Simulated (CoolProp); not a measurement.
Methanol along the isotherm 184.35 °C: Z from the reference equation and from simpler models built on Tc = 240.2 °C, pc = 8216 kPa, ω = 0.565; each cubic takes its own stable root.

Values from CoolProp's reference Helmholtz-energy equation of state, de Reuck 1993.

```json
[
 {"p (kPa)": "10300", "phase": "liquid", "reference": "0.1411", "van der Waals": "0.2836", "Redlich-Kwong": "0.2120", "Soave-Redlich-Kwong": "0.1961", "Peng-Robinson": "0.1737"},
 {"p (kPa)": "20500", "phase": "liquid", "reference": "0.2689", "van der Waals": "0.5188", "Redlich-Kwong": "0.3908", "Soave-Redlich-Kwong": "0.3706", "Peng-Robinson": "0.3294"},
 {"p (kPa)": "30800", "phase": "liquid", "reference": "0.3917", "van der Waals": "0.7428", "Redlich-Kwong": "0.5590", "Soave-Redlich-Kwong": "0.5366", "Peng-Robinson": "0.4779"},
 {"p (kPa)": "41100", "phase": "liquid", "reference": "0.5100", "van der Waals": "0.9587", "Redlich-Kwong": "0.7196", "Soave-Redlich-Kwong": "0.6959", "Peng-Robinson": "0.6208"},
 {"p (kPa)": "51300", "phase": "liquid", "reference": "0.6238", "van der Waals": "1.167", "Redlich-Kwong": "0.8735", "Soave-Redlich-Kwong": "0.8490", "Peng-Robinson": "0.7583"},
 {"p (kPa)": "61600", "phase": "liquid", "reference": "0.7361", "van der Waals": "1.373", "Redlich-Kwong": "1.025", "Soave-Redlich-Kwong": "0.9999", "Peng-Robinson": "0.8940"},
 {"p (kPa)": "71900", "phase": "liquid", "reference": "0.8460", "van der Waals": "1.576", "Redlich-Kwong": "1.173", "Soave-Redlich-Kwong": "1.148", "Peng-Robinson": "1.027"},
 {"p (kPa)": "82200", "phase": "liquid", "reference": "0.9540", "van der Waals": "1.776", "Redlich-Kwong": "1.319", "Soave-Redlich-Kwong": "1.294", "Peng-Robinson": "1.158"}
]
```
